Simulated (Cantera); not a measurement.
A perfectly stirred reactor is fed with CO : H2 : O2 : N2 = 1 : 1.2 : 0.647 : 2.43 (molar parts), equivalence ratio 1.7, at 2700 Torr; it is adiabatic with a 375 K inlet, and is followed from long to short residence time, starting on the burning branch (τ in s: 0.24, 0.083, 0.029, 0.01, 0.0035, 0.0012, 0.00042, 0.00015, 5.2e-05).

Cantera simulation using GRI-Mech 3.0 (53 species, 325 reactions); the numbers are that mechanism's predictions, not measurements. The hydrogen kinetics of GRI-Mech 3.0 are dated; newer H2 mechanisms differ, most at raised pressure.

Task: What does this change do: pressure from 2700 Torr to 10500 Torr?

Result: 
```csv
quantity,before,after
"blow-out, bracketed by the residence times tried","burning at 52.0 µs, the shortest tried","burning at 52.0 µs, the shortest tried"
x(CO) at τ = 0.240 s,0.135,0.135
x(H2) at τ = 0.240 s,0.0603,0.0604
x(O2) at τ = 0.240 s,1.80e-5,5.97e-6
x(NO2) at τ = 0.240 s,1.06e-9,5.66e-10
x(OH) at τ = 0.240 s,0.000579,0.000279
x(CO) at τ = 3.50 ms,0.134,0.135
x(H2) at τ = 3.50 ms,0.0601,0.0603
x(O2) at τ = 3.50 ms,0.000286,0.000124
x(NO2) at τ = 3.50 ms,1.75e-9,8.46e-10
x(OH) at τ = 3.50 ms,0.00204,0.000630
```
The pressure lies above the range GRI-Mech 3.0 was tuned for (to about 10 atm).

Task: What does this change do: N2 2.43 to 1.7 parts?

Result: 
```tsv
quantity	before	after
blow-out, bracketed by the residence times tried	burning at 52.0 µs, the shortest tried	burning at 52.0 µs, the shortest tried
x(CO) at τ = 0.240 s	0.135	0.164
x(H2) at τ = 0.240 s	0.0603	0.0679
x(O2) at τ = 0.240 s	1.80e-5	0.000130
x(NO2) at τ = 0.240 s	1.06e-9	1.72e-8
x(OH) at τ = 0.240 s	0.000579	0.00259
x(CO) at τ = 3.50 ms	0.134	0.164
x(H2) at τ = 3.50 ms	0.0601	0.0679
x(O2) at τ = 3.50 ms	0.000286	0.000414
x(NO2) at τ = 3.50 ms	1.75e-9	1.50e-8
x(OH) at τ = 3.50 ms	0.00204	0.00392
```
